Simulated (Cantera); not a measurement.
## SiH₄ + Cl₂ + H₂ + HCl (silicon epitaxy and polysilicon growth)

Input: 1 mol SiH₄, 0.0065 mol Cl₂, 950 mol H₂, 2.4 mol HCl, equilibrated at 727 °C and 20.0 mbar.

Cantera equilibrium calculation (NASA polynomials, part measured and part estimated; ideal gas, pure solids and liquids). Candidate condensed phases: Si; 19 gas species. Equilibrium is a limit: real reactors are often held back by kinetics, nucleation or transport.

- x(H₂) = 0.998
- x(HCl) = 0.00245
- x(SiCl₂) = 1.03e-5
- x(SiHCl₃) = 9.76e-6
- x(SiCl₄) = 3.41e-6
- x(SiH₂Cl₂) = 3.01e-6
- x(SiCl₃) = 1.20e-6
- n(Si(s)) = 0.973 mol
- gas amount = 954.4 mol
